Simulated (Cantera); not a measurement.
Feed: 1 mol Si(CH₃)₄, 0.63 mol CH₄, a varied amount of H₂, held at 2598.15 K and 0.133 bar.

Equilibrium computed with Cantera from the NASA thermochemical tables; the gas is ideal and each condensed phase is pure. Candidate condensed phases: C, C₆H₆, C₇H₈, C₈H₁₈, Si, SiC; 87 gas species. Gases not in the tables: Si₂H₆ and higher silanes. Rates play no part.

Question: Which condensed phases are stable at each of these points (n(H₂) (mol)): 18, 38, 80, 170, 360, 750, 1600?

Answer: 
```tsv
n(H₂) (mol)	condensed phases	Si condensed (%)
18	C(graphite)	0.0
38	C(graphite)	0.0
80	C(graphite)	0.0
170	gas only	0.0
360	gas only	0.0
750	gas only	0.0
1600	gas only	0.0
```

From 18 mol H₂ to 80 mol H₂ the condensed part is C(graphite). From 170 mol H₂ to 1600 mol H₂ nothing is condensed.
